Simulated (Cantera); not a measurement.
# Gas-phase reforming

An isothermal, constant-pressure homogeneous reactor starts with 51.3 % CH4, 45.6 % CO2, 3.08 % H2, at 2200 K and 300 Torr.

Cantera simulation using GRI-Mech 3.0 (53 species, 325 reactions); the numbers are that mechanism's predictions, not measurements.

| t (s) | x CH4 | x CO2 | x H2 | x H2O | x C2H4 | x CH2CO | x CH2 |
|---|---|---|---|---|---|---|---|
| 6.00e-6 | 0.491 | 0.452 | 0.0400 | 0.000327 | 0.000974 | 7.40e-9 | 2.06e-5 |
| 2.69e-5 | 0.332 | 0.407 | 0.157 | 0.00646 | 0.0280 | 5.16e-6 | 0.000103 |
| 0.000121 | 0.0824 | 0.245 | 0.369 | 0.0657 | 0.00390 | 0.000125 | 6.87e-5 |
| 0.000543 | 0.0117 | 0.0666 | 0.328 | 0.183 | 0.000227 | 0.000274 | 4.91e-5 |
| 0.00244 | 0.00638 | 0.0211 | 0.398 | 0.116 | 8.31e-5 | 0.000103 | 2.85e-5 |
| 0.0110 | 0.00266 | 0.00577 | 0.482 | 0.0333 | 2.32e-5 | 1.36e-5 | 1.07e-5 |
| 0.0492 | 0.000640 | 0.000502 | 0.514 | 0.00294 | 8.27e-6 | 9.93e-7 | 2.69e-6 |
| 0.221 | 9.50e-5 | 6.35e-7 | 0.517 | 3.74e-6 | 7.14e-6 | 7.30e-8 | 4.06e-7 |
| 0.992 | 9.16e-5 | 2.78e-7 | 0.517 | 1.64e-6 | 7.14e-6 | 7.00e-8 | 3.91e-7 |
| 4.45 | 9.16e-5 | 2.78e-7 | 0.517 | 1.64e-6 | 7.14e-6 | 7.00e-8 | 3.91e-7 |
| 20.0 | 9.16e-5 | 2.78e-7 | 0.517 | 1.64e-6 | 7.14e-6 | 7.00e-8 | 3.91e-7 |
x: mole fraction; the columns are a selection and need not sum to one.

Equilibrium at this temperature and pressure: CH4 9.17e-5, CO2 2.79e-7, H2 0.517, H2O 1.64e-6, C2H4 7.14e-6, CH2CO 7.02e-8, CH2 3.92e-7 (gas phase only).
